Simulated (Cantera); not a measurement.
What does this Cantera script print?

```python
import numpy as np
import cantera as ct

gas_names = """
    H HO2 H2 H2O H2O2 Mg MgH MgO MgOH MgO2H2 Mg2 O OH O2 O3
""".split()
cond_names = """
    H2O(s) H2O(L) Mg(cr) Mg(L) MgO(s) MgO(L) MgO2H2(s)
""".split()


# ... load() reads the species with a 1 bar reference pressure and builds the phases ...
atoms = {
    'MgO': {'Mg': 1, 'O': 1},
    'H2': {'H': 2},
}
top_T = {}  # K; cautious upper limits of use, not melting points


# ... equilibrate(T, P, feed) seeds the gas with the atoms and calls Mixture.equilibrate('TP', solver="vcs", rtol=1e-11, max_steps=5000) ...
results = []
feed = {'MgO': 1, 'H2': 0.18}  # mol
T = 1598.15  # K
P = 610  # Pa
mix = equilibrate(T, P, feed)
results.append((T, P, feed, dict(zip(mix.species_names, mix.species_moles))))
x = sorted(zip(gas.X, gas.species_names), reverse=True)
print(f"T = {T:g} K  P = {P:g} Pa  gas = {mix.phase_moles(0):.4g} mol")
print("   x: " + "  ".join(f"{s} {v:.3e}" for v, s in x if v > 1e-05))
print("   condensed (mol): " + ("  ".join(f"{mix.phase(i).name} {mix.phase_moles(i):.4g}"
      for i in range(1, mix.n_phases) if mix.phase_moles(i) > 1e-12) or "none"))
```

Output:

```
T = 1598.15 K  P = 610 Pa  gas = 0.1803 mol
   x: H2 9.967e-01  H2O 1.332e-03  Mg 1.331e-03  H 6.815e-04
   condensed (mol): MgO(s) 0.9998
```

Cantera equilibrium calculation (NASA polynomials, part measured and part estimated; ideal gas, pure solids and liquids).
